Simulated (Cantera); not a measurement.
A closed system holds: 1 mol C, 0.059 mol H2O, at 1002 °C and 18.0 Pa.

Method: chemical equilibrium by Gibbs-energy minimisation in Cantera with the NASA 1993 tables (ideal gas, pure condensed phases). Candidate condensed phases: C, C6H6, C7H8, C8H18, H2O; 110 gas species. Rates play no part.

Base state: CO 0.500, H2 0.500, H 3.88e-5 (mole fractions); condensed: C(graphite).

Problem. What changes in the equilibrium state with this change: C replaced by CO?

Solution. 
```
species            before    after
----------------  -------  -------
CO                  0.500    0.893
CO2               3.15e-7   0.0509
H2                  0.500   0.0509
H2O               5.25e-7  0.00482
H                 3.88e-5  1.24e-5
C(graphite), mol    0.941        0
```
